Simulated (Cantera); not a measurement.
# Halide evaporation, hydrolysis and transport: NaCl + H2

Charge: 1 mol NaCl, 190 mol H2, equilibrated at 10000 Pa.

Cantera equilibrium calculation (NASA polynomials, part measured and part estimated; ideal gas, pure solids and liquids). Candidate condensed phases: Na, NaCl; 10 gas species. Kinetics and transport are ignored.

From 800 K to 1025 K the condensed part is NaCl(s). From 1100 K to 1700 K nothing is condensed. The main Na-bearing gas is NaCl throughout.

```
T (K)   x H2    x NaCl     x HCl      x Na  x Na2Cl2       x H  n NaCl(s)
-----  -----  --------  --------  --------  --------  --------  ---------
800    1.000   8.55e-7   9.57e-9   9.57e-9   1.85e-7  9.16e-12      1.000
875    1.000   1.46e-5   1.39e-7   1.39e-7   4.11e-6  1.59e-10      0.996
950    1.000  0.000156   1.32e-6   1.32e-6   5.42e-5   1.76e-9      0.950
1025   0.998   0.00115   8.87e-6   8.86e-6  0.000476   1.38e-8      0.597
1100   0.996   0.00345   3.35e-5   3.35e-5  0.000876   8.16e-8          0
1175   0.995   0.00443   7.51e-5   7.50e-5  0.000364   3.87e-7          0
1250   0.995   0.00483  0.000143  0.000143  0.000129   1.52e-6          0
1325   0.995   0.00490  0.000245  0.000245   4.56e-5   5.16e-6          0
1400   0.994   0.00481  0.000391  0.000390   1.70e-5   1.53e-5          0
1475   0.994   0.00463  0.000587  0.000587   6.71e-6   4.09e-5          0
1550   0.994   0.00439  0.000841  0.000839   2.79e-6   9.93e-5          0
1625   0.993   0.00408   0.00115   0.00115   1.20e-6  0.000222          0
1700   0.993   0.00372   0.00151   0.00151   5.30e-7  0.000464          0
```
x: gas mole fraction; n: condensed amount in mol.
